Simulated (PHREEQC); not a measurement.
A solution holds 0.75 mol HF, 0.00043 mol H2SiF6 and 0.019 mol H3AsO4 per kg of water, at 93 °C. Closed to the air; pH follows from the charge balance.

Model: ion-association model, wateq4f.dat, run in PHREEQC.

Each row changes one thing in this solution. No solid was allowed to form.

```tsv
case	pH	ionic strength (mol/kgw)	HF (mol/kgw)	H2F2 (mol/kgw)	HF2- (mol/kgw)	F- (mol/kgw)	SI of Quartz (SiO2)
as made	1.68	0.0243	0.595	0.0605	0.0144	0.00588	-7.89
H2SiF6 from 0.00043 to 0.000387 mol/kgw	1.69	0.0242	0.595	0.0604	0.0144	0.00589	-7.93
HF from 0.75 to 0.825 mol/kgw	1.66	0.0259	0.645	0.0711	0.0160	0.00603	-8.05
H3AsO4 left out	1.71	0.0227	0.593	0.0602	0.0152	0.00624	-7.93
temperature from 93 to 40 °C	1.63	[?]	0.349	0.183	0.0133	0.00900	-10.24
0.04 mol/kgw NH3 added	2.04	0.0515	0.564	0.0548	0.0313	[?]	-8.56
diluted 10-fold with water	2.36	0.00472	0.0688	0.000806	0.000830	0.00295	-4.46
```

Task: Fill in the missing entries.

Result: 
- temperature from 93 to 40 °C, ionic strength (mol/kgw): 0.0270
- 0.04 mol/kgw NH3 added, F- (mol/kgw): 0.0134

wateq4f.dat counts part of the HF as a dimer, H2F2, which phreeqc.dat doesn't know; its constant is uncertain. At this temperature some constants are extrapolated from 25 °C, and those without enthalpy data are left unchanged. SiF6-2 is the database's only silicon fluoride.
